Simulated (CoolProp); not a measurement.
Vapour-liquid equilibrium of R22 (1) + acetone (2) at 293 K; x and y are mole fractions of (1).

The numbers come from the multi-fluid Helmholtz-energy mixture model, Kamei 1995 and Lemmon 2006; pair parameters Bell 2016 in CoolProp.

**Question.** Give the bubble pressure and the first vapour's composition at x = 0.05, 0.275, 0.35. Is there an azeotrope?

**Answer.** x = 0.05: 0.06189 MPa, y = 0.615; x = 0.275: 0.1678 MPa, y = 0.878; x = 0.35: 0.2046 MPa, y = 0.908. No azeotrope shows between x = 0.05 and 0.95.

Pair parameters are fitted to limited data, so mixtures are less certain than the pure fluids.
